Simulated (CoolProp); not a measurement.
Vapour-liquid equilibrium of R125 (1) + R236FA (2) at 0.602 MPa; x and y are mole fractions of (1).

Computed with CoolProp (multi-fluid Helmholtz-energy mixture model, Lemmon 2005 and Pan 2012; pair parameters Bell 2016).

```tsv
x	bubble temperature (K)	y at the bubble point	dew temperature at overall composition x (K)	liquid density (mol/L)
0.05	319.6	0.148	322.8	8.484
0.15	311.0	0.383	319.5	8.811
0.25	303.5	0.554	316.1	9.122
0.35	297.0	0.679	312.3	9.417
0.45	291.3	0.770	308.2	9.701
0.55	___	0.839	303.7	9.975
0.65	281.9	0.891	___	___
0.75	278.0	0.931	292.6	10.50
0.85	274.5	0.963	___	10.75
0.95	___	0.989	276.0	11.00
```

Question: Some entries are withheld; supply them.

Answer: 
- 0.55, bubble temperature (K): 286.3
- 0.65, dew temperature at overall composition x (K): 298.6
- 0.65, liquid density (mol/L): 10.24
- 0.85, dew temperature at overall composition x (K): 285.4
- 0.95, bubble temperature (K): 271.3

No azeotrope shows between x = 0.05 and 0.95.

Pair parameters are fitted to limited data, so mixtures are less certain than the pure fluids.
